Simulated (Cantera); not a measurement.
Predominance diagram of Sr at 1825 K against the partial pressures of O₂ and Cl₂ (log10, bar). Source: NASA polynomial tables (part measured, part estimated), evaluated in Cantera. Candidates: Sr(l), SrCl₂(l), SrO(s). Only these pure phases compete in this equilibrium. Not in the tables: the peroxide, oxide halides.

```
log p(Cl₂) \ log p(O₂)
        columns: -14, -13.2, -12.5, -11.8, -11, -10.2, -9.5, -8.8, -8, -7.2, -6.5, -5.8, -5, -4.2, -3.5, -2.8, -2, -1.2, -0.5, 0.2, 1
      0  A A A A A A A A A A A A A A A A A A A A A
   -1.2  A A A A A A A A A A A A A A A A A A A A A
   -2.4  A A A A A A A A A A A A A A A A A A A A A
   -3.5  A A A A A A A A A A A A A A A A A A A A A
   -4.7  A A A A A A A A A A A A A A A A A A A A B
   -5.9  A A A A A A A A A A A A A A A A B B B B B
   -7.1  A A A A A A A A A A A A A B B B B B B B B
   -8.3  A A A A A A A A A A B B B B B B B B B B B
   -9.5  A A A A A A A B B B B B B B B B B B B B B
  -10.6  A A A A B B B B B B B B B B B B B B B B B
  -11.8  A B B B B B B B B B B B B B B B B B B B B
    -13  B B B B B B B B B B B B B B B B B B B B B
```

A: SrCl₂(l); B: SrO(s).
